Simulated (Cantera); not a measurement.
N2O furnace oxynitridation

An isothermal, constant-pressure homogeneous reactor starts with N2O : O2 = 1 : 0.29 (molar parts), at 1225 K and 2100 Pa.

Computed with Cantera and GRI-Mech 3.0 (53 species, 325 reactions). GRI-Mech 3.0 was tuned for natural gas; its chemistry of N2O as a main component is partial and can be far from experiment. Radical loss at walls, strong at low pressure, is not modelled. The mechanism lacks the step 2 NO + O2 → 2 NO2, which can matter for NO2 below about 1400 K. The temperature is held fixed by assumption; the heat of reaction is taken as removed at once.

```csv
t (s),x N2O,x O2,x O,x NO,x NO2,x N2
0.000100,0.775,0.225,6.90e-7,2.50e-8,<1e-12,8.95e-7
0.000316,0.775,0.225,1.64e-6,2.05e-7,<1e-12,3.31e-6
0.00100,0.775,0.225,2.54e-6,1.25e-6,<1e-12,1.28e-5
0.00316,0.775,0.225,2.68e-6,5.20e-6,5.97e-12,4.52e-5
0.0100,0.775,0.225,2.68e-6,1.78e-5,6.92e-11,0.000148
0.0316,0.774,0.225,2.68e-6,5.76e-5,7.13e-10,0.000473
0.100,0.773,0.225,2.68e-6,0.000183,6.86e-9,0.00150
0.316,0.768,0.226,2.68e-6,0.000578,5.86e-8,0.00473
1.00,0.753,0.230,2.68e-6,0.00181,3.83e-7,0.0148
3.16,0.709,0.241,2.68e-6,0.00550,1.66e-6,0.0450
10.0,0.588,0.269,2.67e-6,0.0155,5.38e-6,0.127
31.6,0.341,0.328,2.65e-6,0.0359,1.40e-5,0.295
100,0.0758,0.391,2.49e-6,0.0576,2.53e-5,0.475
```
x: mole fraction; the columns are a selection and need not sum to one.

Equilibrium at this temperature and pressure: N2O 2.44e-9, O2 0.441, O 1.94e-7, NO 0.000289, NO2 9.10e-7, N2 0.559 (gas phase only).
